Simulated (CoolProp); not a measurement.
Properties of the fluoroketone C6F12O (FK-5-1-12) along the isotherm 226.85 °C.

Computed with CoolProp (reference Helmholtz-energy equation of state, McLinden 2015).

| p (MPa) | phase | density (kg/m³) | cp (kJ/(kg K)) | Joule-Thomson coefficient (K/MPa) | isothermal compressibility (1/MPa) | fugacity coefficient |
|---|---|---|---|---|---|---|
| 0.00887 | gas | 0.6750 | 1.065 | 5.543 | 112.9 | 0.9990 |
| 0.015 | gas | 1.142 | 1.065 | 5.548 | 66.78 | 0.9982 |
| 0.0252 | gas | 1.921 | 1.065 | 5.556 | 39.80 | 0.9970 |
| 0.0426 | gas | 3.255 | 1.066 | 5.569 | 23.59 | 0.9950 |
| 0.0719 | gas | 5.513 | 1.066 | (withheld) | 14.03 | 0.9915 |
| 0.121 | gas | 9.332 | 1.068 | (withheld) | 8.385 | 0.9858 |
| 0.205 | gas | 15.97 | 1.070 | 5.699 | 5.000 | 0.9761 |
| 0.346 | gas | 27.43 | 1.075 | 5.820 | 3.015 | 0.9599 |
| 0.583 | gas | (withheld) | 1.083 | 6.042 | 1.847 | 0.9331 |
| 0.984 | gas | 85.00 | 1.102 | 6.474 | 1.161 | 0.8890 |
| 1.66 | gas | 159.8 | 1.148 | 7.351 | 0.7790 | 0.8175 |
| 2.8 | supercritical | 340.7 | 1.307 | 8.482 | 0.5839 | 0.7043 |

Question: Fill in the missing entries.

Answer: 
- 0.0719, Joule-Thomson coefficient (K/MPa): 5.592
- 0.121, Joule-Thomson coefficient (K/MPa): 5.631
- 0.583, density (kg/m³): 47.65
